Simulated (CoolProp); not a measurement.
A single-stage vapour-compression cycle with the fluid: evaporating at 325.15 K (dew point), condensing at 351.15 K (bubble point), superheat 8 K, subcooling 5 K, compressor efficiency 0.65, no pressure losses. The same conditions are run with several fluids, on thermodynamics alone (safety and materials aside).

The numbers come from the reference Helmholtz-energy equation of state of each fluid (carbonyl sulfide: Lemmon 2006; dimethyl carbonate: Zhou 2011; n-perfluorobutane: Gao 2022; vinyl chloride: Thol 2022; chloromethane (R40): Thol 2014; R21: Platzer 1990) in CoolProp. The equations of Platzer and Polt are older, rougher fits.

| fluid | cooling COP | pressure ratio | discharge temperature (K) | refrigerating effect (kJ/kg) | volumetric capacity (kJ/m³) |
|---|---|---|---|---|---|
| carbonyl sulfide | 6.46 | 1.66 | 383.2 | 185 | 12300 |
| dimethyl carbonate | (withheld) | 2.68 | 370.2 | (withheld) | 309 |
| n-perfluorobutane | 6.54 | 1.89 | 351.1 | 58.6 | (withheld) |
| vinyl chloride | 7.35 | (withheld) | 378.3 | (withheld) | 5660 |
| chloromethane (R40) | (withheld) | 1.79 | 387.6 | 311 | 7900 |
| R21 | 7.53 | 1.95 | 378.7 | (withheld) | 3340 |

Question: What belongs in the gaps?

Answer: 
- dimethyl carbonate, cooling COP: 7.80
- dimethyl carbonate, refrigerating effect (kJ/kg): 372
- n-perfluorobutane, volumetric capacity (kJ/m³): 3500
- vinyl chloride, pressure ratio: 1.81
- vinyl chloride, refrigerating effect (kJ/kg): 270
- chloromethane (R40), cooling COP: 7.17
- R21, refrigerating effect (kJ/kg): 196

The compression ends wet for: n-perfluorobutane.
